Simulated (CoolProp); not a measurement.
A single-stage vapour-compression cycle with the fluid: evaporating at 212.15 K (dew point), condensing at 268.15 K (bubble point), superheat 10 K, subcooling 5 K, compressor efficiency 0.6, no pressure losses. The same conditions are run with several fluids, on thermodynamics alone (safety and materials aside).

Model: reference Helmholtz-energy equation of state of each fluid (CH2F2 (R32): Tillner-Roth 1997; ethylene: Smukala 2000; R125: Lemmon 2005; ethane: Bücker 2006; ammonia: Gao 2020), in CoolProp.

### Question
Rank CH2F2 (R32), ethylene, R125, ethane, ammonia by cooling COP, highest first.

### Answer
R125 (1.79), CH2F2 (R32) (1.77), ammonia (1.70), ethane (1.68), ethylene (1.47)

| fluid | pressure ratio | discharge temperature (K) | refrigerating effect (kJ/kg) | volumetric capacity (kJ/m³) |
|---|---|---|---|---|
| CH2F2 (R32) | 11.2 | 430.2 | 317 | 562 |
| ethylene | 5.02 | 358.3 | 271 | 3370 |
| R125 | 11.1 | 317.9 | 119 | 406 |
| ethane | 5.80 | 346.2 | 320 | 2040 |
| ammonia | 17.4 | 546.2 | 1240 | 236 |
